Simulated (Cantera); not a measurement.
An isothermal, constant-pressure homogeneous reactor starts with NO : N2 = 1 : 0.79 (molar parts), at 1873 K and 0.550 bar. Integrator tolerance rtol = 1e-08.

Detailed kinetics in Cantera: GRI-Mech 3.0 (53 species, 325 reactions).

What does this change do: temperature 1873 to 1673 K?


| quantity | before | after |
|---|---|---|
| x(NO) at 2.00 s | 0.326 (gas-phase equilibrium 0.00580) | 0.514 (gas-phase equilibrium 0.00288) |
| x(O) at 2.00 s | 0.000112 (gas-phase equilibrium 0.000169) | 7.58e-6 (gas-phase equilibrium 2.39e-5) |
| x(NO2) at 2.00 s | 0.000392 (gas-phase equilibrium 1.07e-5) | 0.000439 (gas-phase equilibrium 8.20e-6) |
| x(N2O) at 2.00 s | 4.28e-5 (gas-phase equilibrium 2.34e-7) | 9.86e-5 (gas-phase equilibrium 1.20e-7) |
| x(O2) at 2.00 s | 0.116 (gas-phase equilibrium 0.276) | 0.0219 (gas-phase equilibrium 0.278) |
| x(N2) at 2.00 s | 0.558 (gas-phase equilibrium 0.718) | 0.463 (gas-phase equilibrium 0.719) |

What does this change do: temperature 1873 to 1775 K?


| quantity | before | after |
|---|---|---|
| x(NO) at 2.00 s | 0.326 (gas-phase equilibrium 0.00580) | 0.447 (gas-phase equilibrium 0.00420) |
| x(O) at 2.00 s | 0.000112 (gas-phase equilibrium 0.000169) | 3.25e-5 (gas-phase equilibrium 6.84e-5) |
| x(NO2) at 2.00 s | 0.000392 (gas-phase equilibrium 1.07e-5) | 0.000461 (gas-phase equilibrium 9.45e-6) |
| x(N2O) at 2.00 s | 4.28e-5 (gas-phase equilibrium 2.34e-7) | 7.83e-5 (gas-phase equilibrium 1.72e-7) |
| x(O2) at 2.00 s | 0.116 (gas-phase equilibrium 0.276) | 0.0556 (gas-phase equilibrium 0.277) |
| x(N2) at 2.00 s | 0.558 (gas-phase equilibrium 0.718) | 0.497 (gas-phase equilibrium 0.719) |
